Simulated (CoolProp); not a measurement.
Computed with CoolProp (reference Helmholtz-energy equation of state, Setzmann 1991).

Question: For methane, give the phase and the density (kg/m³), speed of sound (m/s), viscosity (µPa s), conductivity (mW/(m K)) at 218.9 K and 2.59 MPa; 218.9 K and 4.31 MPa; 218.9 K and 6.04 MPa.

Answer: 
- 218.9 K and 2.59 MPa: gas; density 26.3, speed of sound 362, viscosity 9.03, conductivity 27.1
- 218.9 K and 4.31 MPa: gas; density 49.7, speed of sound 344, viscosity 9.80, conductivity 30.7
- 218.9 K and 6.04 MPa: supercritical; density 82.3, speed of sound 331, viscosity 11.3, conductivity 37.7

Viscosity comes from a separate model (Quiñones-Cisneros 2006). Thermal conductivity comes from a separate model (Friend 1989).
